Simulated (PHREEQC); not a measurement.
A made-up water analysis in mg/kgw, 10 °C, pH 6.67, pe 3:

```json
[
 {"constituent": "Na", "mg/kgw": "2160"},
 {"constituent": "K", "mg/kgw": "606"},
 {"constituent": "Ca", "mg/kgw": "102"},
 {"constituent": "Mg", "mg/kgw": "62.1"},
 {"constituent": "Cl", "mg/kgw": "2970"},
 {"constituent": "S(6) as SO4", "mg/kgw": "1530"},
 {"constituent": "Alkalinity as HCO3", "mg/kgw": "0.776"},
 {"constituent": "Li", "mg/kgw": "0.284"},
 {"constituent": "F", "mg/kgw": "1.08"}
]
```

Cl is adjusted to close the charge balance.
Valence states are taken as typed.

Equilibrium calculation in PHREEQC: ion-association model, wateq4f.dat.

- ionic strength = 0.132 mol/kgw

| species | molality | activity | log γ |
|---|---|---|---|
| Na+ | 0.0921 | 0.0711 | -0.113 |
| Cl- | 0.0878 | 0.0657 | -0.126 |
| K+ | 0.0152 | 0.0113 | -0.126 |
| SO4-2 | 0.0127 | 0.00440 | -0.460 |
| Mg+2 | 0.00203 | 0.000786 | -0.412 |
| Ca+2 | 0.00200 | 0.000739 | -0.433 |
| NaSO4- | 0.00183 | 0.00142 | -0.110 |
| CaSO4 | 0.000543 | 0.000560 | 0.013 |

No solid was allowed to form. Constants without temperature data keep their 25 °C values here.
